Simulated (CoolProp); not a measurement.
Vapour-liquid equilibrium of dimethyl ether (1) + n-pentane (2) at 3.95 °C; x and y are mole fractions of (1).

Model: multi-fluid Helmholtz-energy mixture model, Wu 2011 and Thol 2019; pair parameters Bell 2016, in CoolProp.

| x | bubble pressure, mixture model (MPa) | bubble pressure, Raoult's law (MPa) | y, mixture model | y, Raoult's law |
|---|---|---|---|---|
| 0.05 | 0.03830 | 0.04301 | 0.275 | 0.355 |
| 0.15 | 0.06638 | 0.07064 | 0.631 | 0.649 |
| 0.25 | 0.1041 | 0.09828 | 0.796 | 0.777 |
| 0.35 | 0.1445 | 0.1259 | 0.874 | 0.849 |
| 0.45 | 0.1814 | 0.1536 | 0.914 | 0.895 |
| 0.55 | 0.2117 | 0.1812 | 0.937 | 0.928 |
| 0.65 | 0.2354 | 0.2088 | 0.952 | 0.951 |
| 0.75 | 0.2547 | 0.2365 | 0.963 | 0.969 |
| 0.85 | 0.2730 | 0.2641 | 0.975 | 0.983 |
| 0.95 | 0.2935 | 0.2918 | 0.990 | 0.995 |

The largest gap from Raoult's law is +18.1 % in bubble pressure, at x = 0.45. No azeotrope shows between x = 0.05 and 0.95.

Pair parameters are fitted to limited data, so mixtures are less certain than the pure fluids. The gap from Raoult's law changes sign with composition, which may be real or a fault of the pair parameters; it wasn't checked against measurements.
